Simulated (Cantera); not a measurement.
An isothermal, constant-pressure homogeneous reactor starts with 6.57 % H2, 34.6 % O2, 58.8 % N2, equivalence ratio 0.095, at 1050 K and 330 Pa.

Computed with Cantera and the H2/O2 subset of GRI-Mech 3.0, which has no nitrogen chemistry. Radical loss at walls, strong at low pressure, is not modelled. The temperature is held fixed by assumption; the heat of reaction is taken as removed at once.

One state of this run: x H2 = 0.0611; x O2 = 0.343; x HO2 = 5.51e-7; x H = 0.00203; x H2O2 = 3.49e-9. x: mole fraction; the columns are a selection and need not sum to one.

**Question.** Which value of t (s) does it belong to?
A) 0.0779
B) 0.0236
C) 100
D) 2.79

**Answer.** B, 0.0236
